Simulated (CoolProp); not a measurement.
Model: reference Helmholtz-energy equation of state, Thol 2021, in CoolProp.

Question: Give the vapour pressure (MPa), liquid density (kg/m³), liquid cp (kJ/(kg K)) of saturated chlorine at -16.55, 12.35, 19.65 °C.

Answer: 
| T (°C) | p (MPa) | liquid density (kg/m³) | liquid cp (kJ/(kg K)) |
|---|---|---|---|
| -16.55 | 0.206 | 1520 | 0.949 |
| 12.35 | 0.541 | 1430 | 0.975 |
| 19.65 | 0.669 | 1410 | 0.985 |
